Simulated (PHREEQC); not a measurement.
Solution (25 °C): 35.5 mmol/kgw HBr and 0.7 mmol/kgw MgCl2. Closed to the air; pH follows from the charge balance.

Computed with PHREEQC (ion-association model, phreeqc.dat).

```json
{
 "pH": "1.51",
 "ionic_strength": "0.0376 mol/kgw",
 "specific_conductance": "13500 µS/cm",
 "total_alkalinity": "-35.5 meq/kg"
}
```

```
species  molality  activity   log γ
-------  --------  --------  ------
H+         0.0355    0.0307  -0.063
Br-        0.0355    0.0293  -0.083
Cl-       0.00140   0.00117  -0.080
Mg+2     0.000700  0.000363  -0.285
```

No solid was allowed to form. Species that the database lacks are ignored.
